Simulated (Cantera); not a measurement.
Feed: 1 mol Si, 0.074 mol N2O, 9.3 mol H2, equilibrated at 430 Pa.

Cantera equilibrium calculation (NASA polynomials, part measured and part estimated; ideal gas, pure solids and liquids). Candidate condensed phases: H2O, Si, SiO2, Si2N2O, Si3N4; 35 gas species. Mutual solubility and eutectic melting of coexisting phases are not modelled. The numbers say what is thermodynamically allowed, not how fast it happens. All values below are at 1573 K.

Base state: H2 0.986, N2 0.00687, SiO 0.00687, H 0.000616, Si 1.28e-5 (mole fractions); condensed: Si(s) + Si2N2O(s).

**Question.** What changes in the equilibrium state with this change: pressure from 430 Pa to 1.00 Pa?

**Answer.** 
| species | before | after |
|---|---|---|
| H2 | 0.986 | 0.966 |
| H | 0.000616 | 0.0126 |
| SiO | 0.00687 | 0.00774 |
| Si | 1.28e-5 | 0.00550 |
| Si2 | 2.68e-8 | 1.15e-5 |
| SiH | 2.00e-6 | 4.11e-5 |
| Si(s), mol | 0.917 | 0.873 |
| Si2N2O(s), mol | 0.00916 | 0 |
